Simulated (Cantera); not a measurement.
A Cantera script and what it prints.

```python
import numpy as np
import cantera as ct

gas_names = """
    H HNO HNO2 HNO3 HO2 H2 H2O H2O2 N NH NH2 NH3 NH2OH NO NO2 NO3 N2 N2H2 N2H4 N2O O OH O2 O3 Si SiH
    SiH2 SiH3 SiH4 SiN SiO SiO2 Si2 Si2N Si3
""".split()
cond_names = """
    H2O(s) H2O(L) Si(cr) Si(L) SiO2(Lqz) SiO2(hqz) SiO2(L) Si2N2O(s) Si3N4(a)
""".split()


def load(file, names, dense=False):
    # The tables refer to 1 bar. Condensed volumes are neglected.
    table = {s.name: s for s in ct.Species.list_from_file(file)}
    out = []
    for n in names:
        d = dict(table[n].input_data)
        d["thermo"] = dict(d["thermo"], **{"reference-pressure": 1e5})
        if dense:
            d["equation-of-state"] = {"model": "constant-volume", "density": "1e6 g/cm^3"}
        out.append(ct.Species.from_dict(d))
    return out


gas = ct.Solution(thermo="ideal-gas", species=load("nasa_gas.yaml", gas_names))
cond = {s.name: ct.Solution(thermo="fixed-stoichiometry", species=[s], name=s.name)
        for s in load("nasa_condensed.yaml", cond_names, dense=True)}
atoms = {
    'SiH4': {'Si': 1, 'H': 4},
    'NO': {'N': 1, 'O': 1},
    'H2': {'H': 2},
}
top_T = {'Si2N2O(s)': 2100, 'Si3N4(a)': 2400}  # K; cautious upper limits of use, not melting points


def equilibrate(T, P, feed):
    n = {}
    for name, mol in feed.items():
        for a, k in atoms[name].items():
            n[a] = n.get(a, 0.0) + k * mol
    gas.TPX = T, P, n
    mass = sum(n.values()) * gas.mean_molecular_weight
    gas.equilibrate("TP")
    valid = [c for c in cond.values() if c.min_temp <= T <= top_T.get(c.name, c.max_temp)]
    mix = ct.Mixture([(gas, mass / gas.mean_molecular_weight)] + [(c, 0.0) for c in valid])
    mix.T, mix.P = T, P
    mix.equilibrate("TP", solver="vcs", rtol=1e-11, max_steps=5000)
    return mix


results = []
T = 950  # K
P = 29000  # Pa
for m in [0.12, 0.2, 0.34, 0.58, 0.97, 1.6, 2.7, 4.6, 7.8, 13, 22, 37, 62]:
    feed = {'SiH4': 1, 'NO': 2.7, 'H2': m}  # mol
    mix = equilibrate(T, P, feed)
    results.append((T, P, feed, dict(zip(mix.species_names, mix.species_moles))))

top = {s: max(r[3][s] / sum(r[3][g] for g in gas_names) for r in results) for s in gas_names}
cols = sorted((s for s in top if top[s] > 0.001), key=lambda s: -top[s])[:5]
seen = [c for c in cond_names if any(r[3].get(c, 0) > 1e-12 for r in results)]
print("log10 of partial pressures in bar; condensed amounts in mol")
print(f"{'n(H2)':>10s}" + "".join(f"{s[:9]:>10s}" for s in cols + seen))
for T, P, feed, n in results:
    ng = sum(n[g] for g in gas_names)
    print(f"{feed['H2']:10.4g}" + "".join(f"{np.log10(max(n[s] / ng * P / 1e5, 1e-99)):10.3f}" for s in cols)
          + "".join(f"{n.get(c, 0):10.4g}" for c in seen))
```

Output:

```
log10 of partial pressures in bar; condensed amounts in mol
     n(H2)        H2        N2       H2O SiO2(hqz)
      0.12    -0.926    -0.948    -1.233         1
       0.2    -0.912    -0.958    -1.243         1
      0.34    -0.890    -0.974    -1.260         1
      0.58    -0.858    -1.002    -1.287         1
      0.97    -0.817    -1.043    -1.328         1
       1.6    -0.770    -1.102    -1.387         1
       2.7    -0.717    -1.189    -1.474         1
       4.6    -0.667    -1.308    -1.593         1
       7.8    -0.626    -1.455    -1.740         1
        13    -0.596    -1.621    -1.906         1
        22    -0.574    -1.811    -2.096         1
        37    -0.560    -2.013    -2.298         1
        62    -0.551    -2.223    -2.508         1
```

Method: chemical equilibrium by Gibbs-energy minimisation in Cantera with the NASA 1993 tables (ideal gas, pure condensed phases).
